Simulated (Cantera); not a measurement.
**Thermodynamics of oxide etching and cleaning by halides, feed MgO + Cl2 + N2**

Input: 1 mol MgO, 3.7 mol Cl2, 3.8 mol N2, held at 1375 K and 1.50 Torr.

These are equilibrium values from Cantera (NASA tables, ideal gas, pure condensed phases), not measurements of a reactor. Candidate condensed phases: Mg, MgCl2, MgO; 18 gas species. Equilibrium is a limit: real reactors are often held back by kinetics, nucleation or transport.

The x(N2) comes out as 0.421. The x(Cl) is 0.226, the x(Cl2) comes out as 0.187 and the x(MgCl2) is 0.111. The x(O2) comes out as 0.0553, the x(NO) is 0.000236 and the x(ClO) is 6.93e-5. The x(O) is 3.35e-6 and the gas amount is 9.017 mol. The log10 activity of Mg(l) (absent) comes out as -15.94.
